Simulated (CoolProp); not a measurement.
1,2-dichloroethane along the isobar 14100 kPa: Z from the reference equation and from simpler models built on Tc = 288.4 °C, pc = 5226 kPa, ω = 0.269; each cubic takes its own stable root.

Model: reference Helmholtz-energy equation of state, Thol 2015, in CoolProp.

```
T (°C)   phase  reference
------  ------  ---------
126.75  liquid     0.3774
139.25  liquid     0.3726
151.75  liquid     0.3684
164.25  liquid     0.3649
176.75  liquid     0.3621
189.25  liquid     0.3599
201.85  liquid     0.3584
214.35  liquid     0.3575
226.85  liquid     0.3574
```

How far does each simpler model (van der Waals, Redlich-Kwong, Soave-Redlich-Kwong) lie from the reference over these 9 states: mean and median of the absolute difference, and the worst?


- van der Waals: mean 60.2 %, median 60.4 %, worst +64.2 % at 126.75 °C and 14100 kPa
- Redlich-Kwong: mean 16.7 %, median 16.7 %, worst +17.1 % at 226.85 °C and 14100 kPa
- Soave-Redlich-Kwong: mean 13.4 %, median 13.2 %, worst +14.3 % at 226.85 °C and 14100 kPa
